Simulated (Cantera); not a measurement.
Feed: 1 mol CCl4, a varied amount of H2, equilibrated at 1173 K and 17.0 Pa.

These are equilibrium values from Cantera (NASA tables, ideal gas, pure condensed phases), not measurements of a reactor. Candidate condensed phases: C, C6H6, C7H8, C8H18; 91 gas species. Kinetics and transport are ignored.

x: gas mole fraction; n: condensed amount in mol.

```
n(H2) (mol)   x HCl     x Cl2      x H2     x Cl       x H  n C(graphite)
-----------  ------  --------  --------  -------  --------  -------------
0.053        0.0457     0.723  2.44e-12    0.231  1.41e-11          1.000
0.082        0.0698     0.702  5.87e-12    0.228  2.19e-11          1.000
0.13          0.109     0.669  1.49e-11    0.222  3.49e-11          1.000
0.19          0.155     0.630  3.22e-11    0.216  5.13e-11          1.000
0.3           0.234     0.562  8.27e-11    0.204  8.22e-11           1.00
0.46          0.339     0.474  2.05e-10    0.187  1.30e-10           1.00
0.7               ?         ?         ?        ?         ?           1.00
1.1           0.665     0.210   1.79e-9    0.125  3.82e-10           1.00
1.7           0.891    0.0487   1.38e-8   0.0599   1.06e-9           1.00
2.5           0.889         ?         ?        ?         ?           1.00
3.9           0.678   1.21e-9     0.322  9.45e-6   5.13e-6          1.000
6             0.500  4.23e-10     0.500  5.59e-6   6.39e-6          1.000
```

What belongs in the gaps?


- 2.5, x Cl2: 6.02e-9
- 2.5, x H2: 0.111
- 2.5, x Cl: 2.11e-5
- 2.5, x H: 3.01e-6
- 0.7, x HCl: 0.476
- 0.7, x Cl2: 0.361
- 0.7, x H2: 5.33e-10
- 0.7, x Cl: 0.163
- 0.7, x H: 2.09e-10
